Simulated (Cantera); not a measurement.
Fe₂O₃ + Cl₂ + N₂ (chemical vapour transport)

Input: 1 mol Fe₂O₃, a varied amount of Cl₂, 9.6 mol N₂, held at 948 K and 750 Torr.

These are equilibrium values from Cantera (NASA tables, ideal gas, pure condensed phases), not measurements of a reactor. Candidate condensed phases: Fe, FeCl₂, FeCl₃, FeO, Fe₂O₃, Fe₃O₄; 19 gas species. Equilibrium is a limit: real reactors are often held back by kinetics, nucleation or transport.

```
n(Cl₂) (mol)   x N₂   x Cl₂   x FeCl₃      x O₂  x Fe₂Cl₆     x Cl  n Fe₂O₃(s)
------------  -----  ------  --------  --------  --------  -------  ----------
0.16          0.983  0.0153  0.000716  0.000548   2.48e-6  2.12e-5       0.996
0.21          0.978  0.0200  0.000902  0.000690   3.93e-6  2.42e-5       0.995
0.27          0.972  0.0256   0.00112  0.000854   6.01e-6  2.74e-5       0.994
0.34          0.965  0.0321   0.00135   0.00104   8.83e-6  3.07e-5       0.993
0.44          0.956  0.0412   0.00167   0.00129   1.35e-5  3.47e-5       0.991
0.57          0.943  0.0528   0.00207   0.00159   2.06e-5  3.93e-5       0.989
0.73          0.929  0.0667   0.00252   0.00195   3.07e-5  4.42e-5       0.987
0.94          0.910  0.0843   0.00308   0.00239   4.57e-5  4.97e-5       0.983
1.2           0.888   0.105   0.00371   0.00290   6.65e-5  5.55e-5       0.979
1.5           0.864   0.128   0.00438   0.00344   9.27e-5  6.13e-5       0.975
2             0.826   0.164   0.00538   0.00426  0.000140  6.92e-5       0.967
```
x: gas mole fraction; n: condensed amount in mol.

From 0.16 mol Cl₂ to 2 mol Cl₂ the condensed part is Fe₂O₃(s). The main Fe-bearing gas is FeCl₃ throughout. The share of Fe in condensed phases is highest at 0.16 mol Cl₂ (99.6 %) and lowest at 2 mol Cl₂ (96.7 %).
